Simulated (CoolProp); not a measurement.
Carbonyl sulfide at 446 K and 1.64 MPa is throttled through a valve to 0.196 MPa with no heat exchange. Each further row changes one setting.

Model: reference Helmholtz-energy equation of state, Lemmon 2006, in CoolProp. It is a short technical equation, of lower accuracy than the large ones.

```
case                        temperature change (K)  final density (kg/m³)
--------------------------  ----------------------  ---------------------
as stated                                    -11.9                   3.28
outlet pressure 0.0588 MPa                   -13.1                  0.983
outlet pressure 0.255 MPa                    -11.4                   4.28
```
